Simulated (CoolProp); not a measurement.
Saturation properties of R1234ze(Z) (Tc = 423.3 K, pc = 3531 kPa, ω = 0.327).

Model: reference Helmholtz-energy equation of state, Akasaka 2019, in CoolProp.

| T (K) | p (kPa) | liquid density (kg/m³) | vapour density (kg/m³) | enthalpy of vaporisation (kJ/kg) | liquid cp (kJ/(kg K)) |
|---|---|---|---|---|---|
| 291.9 | 142.2 | (withheld) | 7.132 | 210.0 | 1.257 |
| 298.9 | 182.1 | (withheld) | 9.027 | (withheld) | 1.277 |
| 305.8 | 229.5 | 1204 | 11.27 | 201.4 | 1.297 |
| 312.8 | 286.8 | 1184 | 13.98 | 196.8 | 1.319 |
| 319.8 | 354.5 | 1164 | 17.19 | 192.0 | 1.343 |
| 326.8 | 433.8 | 1144 | 20.98 | 186.9 | 1.367 |
| 333.8 | 526.1 | 1122 | (withheld) | 181.6 | 1.394 |
| 340.8 | 632.5 | (withheld) | 30.66 | 175.9 | 1.422 |
| 347.7 | 752.6 | 1077 | 36.69 | 170.0 | (withheld) |
| 354.7 | 891.4 | 1052 | 43.84 | 163.6 | 1.488 |
| 361.7 | 1049 | 1026 | 52.23 | 156.8 | 1.529 |
| 368.7 | 1226 | 998.8 | 62.11 | 149.4 | 1.576 |

Q: Fill in the missing entries.

A: 
- 291.9, liquid density (kg/m³): 1241
- 298.9, liquid density (kg/m³): 1223
- 298.9, enthalpy of vaporisation (kJ/kg): 205.8
- 333.8, vapour density (kg/m³): 25.44
- 340.8, liquid density (kg/m³): 1100
- 347.7, liquid cp (kJ/(kg K)): 1.453

It boils at 282.9 K under 1 atm.
